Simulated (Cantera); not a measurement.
A Cantera script and what it prints.

```python
import numpy as np
import cantera as ct

gas_names = """
    H HO2 H2 H2O H2O2 H2S H2SO4 Na NaH NaO NaOH Na2 Na2O Na2O2H2 Na2SO4 O OH O2 O3 S SH SO SO2 SO3 S2
    S2O S8
""".split()
cond_names = """
    H2O(s) H2O(L) H2SO4(L) Na(cr) Na(L) NaOH(a) NaOH(L) NaO2(s) Na2O(c) Na2O(a) Na2O(L) Na2O2(a)
    Na2O2(b) Na2S(1) Na2S(2) Na2S(L) Na2SO4(V) Na2SO4(IV) Na2SO4(I) Na2SO4(L) S(cr1) S(cr2) S(L)
""".split()


def load(file, names, dense=False):
    # The tables refer to 1 bar. Condensed volumes are neglected.
    table = {s.name: s for s in ct.Species.list_from_file(file)}
    out = []
    for n in names:
        d = dict(table[n].input_data)
        d["thermo"] = dict(d["thermo"], **{"reference-pressure": 1e5})
        if dense:
            d["equation-of-state"] = {"model": "constant-volume", "density": "1e6 g/cm^3"}
        out.append(ct.Species.from_dict(d))
    return out


gas = ct.Solution(thermo="ideal-gas", species=load("nasa_gas.yaml", gas_names))
cond = {s.name: ct.Solution(thermo="fixed-stoichiometry", species=[s], name=s.name)
        for s in load("nasa_condensed.yaml", cond_names, dense=True)}
atoms = {
    'Na2SO4': {'Na': 2, 'S': 1, 'O': 4},
    'H2': {'H': 2},
    'H2O': {'H': 2, 'O': 1},
}
top_T = {'NaO2(s)': 800, 'Na2O2(b)': 940}  # K; cautious upper limits of use, not melting points


def equilibrate(T, P, feed):
    n = {}
    for name, mol in feed.items():
        for a, k in atoms[name].items():
            n[a] = n.get(a, 0.0) + k * mol
    gas.TPX = T, P, n
    mass = sum(n.values()) * gas.mean_molecular_weight
    gas.equilibrate("TP")
    valid = [c for c in cond.values() if c.min_temp <= T <= top_T.get(c.name, c.max_temp)]
    mix = ct.Mixture([(gas, mass / gas.mean_molecular_weight)] + [(c, 0.0) for c in valid])
    mix.T, mix.P = T, P
    mix.equilibrate("TP", solver="vcs", rtol=1e-11, max_steps=5000)
    return mix


results = []
T = 1950  # K
P = 180  # Pa
for m in [0.26, 0.47, 0.67, 0.88, 1.1, 1.3, 1.5, 1.7]:
    feed = {'Na2SO4': 1, 'H2': m, 'H2O': 0.28}  # mol
    mix = equilibrate(T, P, feed)
    results.append((T, P, feed, dict(zip(mix.species_names, mix.species_moles))))
    x = sorted(zip(gas.X, gas.species_names), reverse=True)
    print(f"T = {T:g} K  P = {P:g} Pa  n(H2) = {m:g} mol  gas = {mix.phase_moles(0):.4g} mol")
    print("   x: " + "  ".join(f"{s} {v:.3e}" for v, s in x if v > 1e-06))
    print("   condensed (mol): " + ("  ".join(f"{mix.phase(i).name} {mix.phase_moles(i):.4g}"
          for i in range(1, mix.n_phases) if mix.phase_moles(i) > 1e-12) or "none"))
```

Output:

```
T = 1950 K  P = 180 Pa  n(H2) = 0.26 mol  gas = 4.352 mol
   x: Na 4.332e-01  SO2 2.286e-01  O2 1.901e-01  H2O 1.061e-01  NaOH 2.508e-02  OH 7.767e-03  O 4.639e-03  NaO 1.328e-03  SO 1.153e-03  H2 1.123e-03  H 9.055e-04  SO3 2.744e-05  NaH 4.420e-06  S 2.023e-06  Na2 1.813e-06  Na2SO4 1.393e-06
   condensed (mol): none
T = 1950 K  P = 180 Pa  n(H2) = 0.47 mol  gas = 4.45 mol
   x: Na 4.206e-01  SO2 2.235e-01  O2 1.618e-01  H2O 1.481e-01  NaOH 2.763e-02  OH 8.814e-03  O 4.280e-03  H2 1.699e-03  SO 1.222e-03  NaO 1.189e-03  H 1.114e-03  SO3 2.475e-05  NaH 5.279e-06  S 2.323e-06  Na2 1.709e-06  Na2SO4 1.093e-06
   condensed (mol): none
T = 1950 K  P = 180 Pa  n(H2) = 0.67 mol  gas = 4.546 mol
   x: Na 4.099e-01  SO2 2.186e-01  H2O 1.868e-01  O2 1.363e-01  NaOH 2.897e-02  OH 9.483e-03  O 3.928e-03  H2 2.335e-03  H 1.306e-03  SO 1.302e-03  NaO 1.064e-03  SO3 2.222e-05  NaH 6.030e-06  S 2.698e-06  Na2 1.623e-06
   condensed (mol): none
T = 1950 K  P = 180 Pa  n(H2) = 0.88 mol  gas = 4.65 mol
   x: Na 3.996e-01  H2O 2.258e-01  SO2 2.136e-01  O2 1.110e-01  NaOH 2.950e-02  OH 9.906e-03  O 3.544e-03  H2 3.129e-03  H 1.511e-03  SO 1.410e-03  NaO 9.357e-04  SO3 1.959e-05  NaH 6.806e-06  S 3.238e-06  Na2 1.543e-06
   condensed (mol): none
T = 1950 K  P = 180 Pa  n(H2) = 1.1 mol  gas = 4.763 mol
   x: Na 3.898e-01  H2O 2.650e-01  SO2 2.084e-01  O2 8.599e-02  NaOH 2.925e-02  OH 1.007e-02  H2 4.172e-03  O 3.120e-03  H 1.745e-03  SO 1.563e-03  NaO 8.036e-04  SO3 1.682e-05  NaH 7.667e-06  S 4.076e-06  Na2 1.468e-06
   condensed (mol): none
T = 1950 K  P = 180 Pa  n(H2) = 1.3 mol  gas = 4.868 mol
   x: Na 3.818e-01  H2O 2.990e-01  SO2 2.036e-01  O2 6.471e-02  NaOH 2.834e-02  OH 9.960e-03  H2 5.425e-03  O 2.707e-03  H 1.990e-03  SO 1.760e-03  NaO 6.827e-04  SO3 1.426e-05  NaH 8.562e-06  S 5.293e-06  Na2 1.408e-06
   condensed (mol): none
T = 1950 K  P = 180 Pa  n(H2) = 1.5 mol  gas = 4.978 mol
   x: Na 3.745e-01  H2O 3.311e-01  SO2 1.988e-01  O2 4.496e-02  NaOH 2.671e-02  OH 9.569e-03  H2 7.207e-03  H 2.294e-03  O 2.256e-03  SO 2.062e-03  NaO 5.581e-04  SO3 1.160e-05  NaH 9.680e-06  S 7.438e-06  Na2 1.355e-06
   condensed (mol): none
T = 1950 K  P = 180 Pa  n(H2) = 1.7 mol  gas = 5.095 mol
   x: Na 3.680e-01  H2O 3.607e-01  SO2 1.937e-01  O2 2.715e-02  NaOH 2.414e-02  H2 1.010e-02  OH 8.804e-03  H 2.716e-03  SO 2.585e-03  O 1.753e-03  NaO 4.262e-04  S 1.200e-05  NaH 1.126e-05  SO3 8.784e-06  SH 1.436e-06  Na2 1.308e-06
   condensed (mol): none
```

Cantera equilibrium calculation (NASA polynomials, part measured and part estimated; ideal gas, pure solids and liquids).
